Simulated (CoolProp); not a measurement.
Vapour-liquid equilibrium of acetone (1) + toluene (2) at 359.9 K; x and y are mole fractions of (1).

Values from CoolProp's multi-fluid Helmholtz-energy mixture model, Lemmon 2006 and Lemmon 2006; pair parameters Bell 2016.

```csv
x,bubble pressure (MPa),y at the bubble point,dew pressure at overall composition x (MPa),liquid density (mol/L)
0.05,0.06661,0.295,(withheld),8.841
0.2,0.1095,0.621,0.05962,9.239
0.35,0.1426,0.748,0.07139,9.676
0.5,0.1708,0.825,(withheld),10.16
0.65,0.1973,0.883,(withheld),10.70
0.8,0.2238,(withheld),0.1610,11.31
0.95,0.2515,0.984,0.2323,12.00
```

### Question
Some entries are withheld; supply them.

### Answer

- 0.05, dew pressure at overall composition x (MPa): 0.05114
- 0.5, dew pressure at overall composition x (MPa): 0.08864
- 0.65, dew pressure at overall composition x (MPa): 0.1157
- 0.8, y at the bubble point: 0.934

No azeotrope shows between x = 0.05 and 0.95.

The pair parameters rest on a limited set of measurements; away from them the model extrapolates.
